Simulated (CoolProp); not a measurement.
Octamethyltrisiloxane (MDM) along the isotherm 418.3 K: Z from the reference equation and from simpler models built on Tc = 565.4 K, pc = 1.438 MPa, ω = 0.528; each cubic takes its own stable root.

Computed with CoolProp (reference Helmholtz-energy equation of state, Thol 2017).

| p (MPa) | phase | reference |
|---|---|---|
| 0.0227 | gas | 0.9833 |
| 0.0517 | gas | 0.9610 |
| 0.118 | liquid | 0.01173 |
| 0.268 | liquid | 0.02661 |
| 0.61 | liquid | 0.06043 |
| 1.39 | liquid | 0.1371 |
| 3.16 | liquid | 0.3087 |
| 7.19 | liquid | 0.6895 |

Q: How far does each simpler model (Redlich-Kwong, Peng-Robinson) lie from the reference over these 8 states: mean and median of the absolute difference, and the worst?

A: 
- Redlich-Kwong: mean 990.5 %, median 16.5 %, worst +7838.6 % at 418.3 K and 0.118 MPa
- Peng-Robinson: mean 2.7 %, median 3.2 %, worst -4.6 % at 418.3 K and 7.19 MPa

At some of these states Redlich-Kwong gives the other phase, because its saturation line lies elsewhere.
